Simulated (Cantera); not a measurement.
## Stirred combustor or abatement burner

A perfectly stirred reactor is fed with 17.1 % H₂, 17.4 % O₂, 65.5 % N₂, at 1.01 bar; it is adiabatic with a 375 K inlet, and is followed from long to short residence time, starting on the burning branch (τ in s: 0.4, 0.16, 0.061, 0.024, 0.0095, 0.0038, 0.0015, 0.00058, 0.00023, 9e-05, 3.6e-05, 1.4e-05).

Model: the H2/O2 subset of GRI-Mech 3.0, which has no nitrogen chemistry, integrated in Cantera.

```csv
τ (s),T (K),x H₂,x O₂,x H₂O,x HO₂,x O,x H₂O₂
0.40,1685,6.46e-5,0.0968,0.186,1.10e-6,5.32e-5,8.32e-8
0.16,1683,0.000116,0.0967,0.186,1.78e-6,9.48e-5,1.24e-7
0.061,1680,0.000220,0.0966,0.186,3.11e-6,0.000179,1.88e-7
0.024,1675,0.000407,0.0965,0.185,5.40e-6,0.000333,2.81e-7
0.0095,1667,0.000749,0.0963,0.184,9.20e-6,0.000616,4.14e-7
0.0038,1654,0.00136,0.0962,0.183,1.51e-5,0.00112,6.05e-7
0.0015,1632,0.00245,0.0960,0.181,2.36e-5,0.00199,9.01e-7
0.00058,1592,0.00438,0.0961,0.177,3.50e-5,0.00339,1.41e-6
0.00023,1528,0.00766,0.0969,0.171,4.84e-5,0.00523,2.39e-6
9.0e-5,1427,0.0143,0.0998,0.161,6.58e-5,0.00684,4.57e-6
3.6e-5,1218,0.0433,0.115,0.129,0.000105,0.00462,9.63e-6
1.4e-5,375,0.171,0.174,<1e-12,<1e-12,<1e-12,<1e-12
```
x: mole fraction; the columns are a selection and need not sum to one.
